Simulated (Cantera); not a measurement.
Feed: 1 mol CuO, 0.49 mol CH₄, 6.6 mol N₂, held at 1.00 bar.

Cantera equilibrium calculation (NASA polynomials, part measured and part estimated; ideal gas, pure solids and liquids). Candidate condensed phases: C, C₆H₆, C₇H₈, C₈H₁₈, Cu, CuO, Cu(OH)₂, Cu₂O, H₂O; 139 gas species. Rates play no part.

Task: What share of the Cu ends up in condensed phases as a function of T (°C), at 777, 927, 1077, 1227, 1377, 1527, 1677, 1827, 1977, 2127, 2277?

Result: 
| T (°C) | Cu condensed (%) | as |
|---|---|---|
| 777 | 100.0 | Cu(s) |
| 927 | 100.0 | Cu(s) |
| 1077 | 100.0 | Cu(s) |
| 1227 | 100.0 | Cu(l) |
| 1377 | 99.9 | Cu(l) |
| 1527 | 99.6 | Cu(l) |
| 1677 | 97.8 | Cu(l) |
| 1827 | 91.4 | Cu(l) |
| 1977 | 71.3 | Cu(l) |
| 2127 | 14.4 | Cu(l) |
| 2277 | 0.0 | - |
